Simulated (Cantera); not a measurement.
Mixture: 3.98 % C₃H₈, 15.9 % O₂, 59.7 % N₂, 20.5 % H₂O, equivalence ratio 1.3, at 23.0 bar, adiabatic and at constant volume. Ignition delay is the time to a rise of 400 K.

Detailed kinetics in Cantera: GRI-Mech 3.0 (53 species, 325 reactions). GRI-Mech 3.0 was tuned for natural gas; its chemistry of propane as a main component is partial and can be far from experiment. The pressure lies above the range GRI-Mech 3.0 was tuned for (to about 10 atm).

Task: Predict: delay at 1275 K; delay at 1325 K; delay at 1375 K; delay at 1425 K; delay at 1475 K; delay at 1525 K; delay at 1575 K; apparent activation energy between 1475 and 1575 K.

Result: 
| Property | Value |
|---|---|
| delay at 1275 K | 0.247 ms |
| delay at 1325 K | 0.117 ms |
| delay at 1375 K | 58.1 µs |
| delay at 1425 K | 30.5 µs |
| delay at 1475 K | 16.9 µs |
| delay at 1525 K | 9.86 µs |
| delay at 1575 K | 6.08 µs |
| apparent activation energy between 1475 and 1575 K | 200 kJ/mol |
